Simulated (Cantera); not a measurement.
A freely propagating, adiabatic, planar premixed flame of CH₄ : CO : O₂ : N₂ : CO₂ = 1 : 0.26 : 2.84 : 10.5 : 0.28 (molar parts), equivalence ratio 0.75, unburnt at 350 K and 0.365 atm; mixture-averaged transport, grid criteria slope 0.08 and curve 0.16, no radiation.

Cantera simulation using GRI-Mech 3.0 (53 species, 325 reactions); the numbers are that mechanism's predictions, not measurements. Burning velocities carry a grid error of a few per cent, more on coarse grids.

### Question
Predict: laminar burning velocity; thermal thickness; peak x(HO₂); peak x(H).

### Answer
```
Property                     Result
------------------------  ---------
laminar burning velocity  44.2 cm/s
thermal thickness           1.17 mm
peak x(HO₂)                0.000127
peak x(H)                   0.00487
```
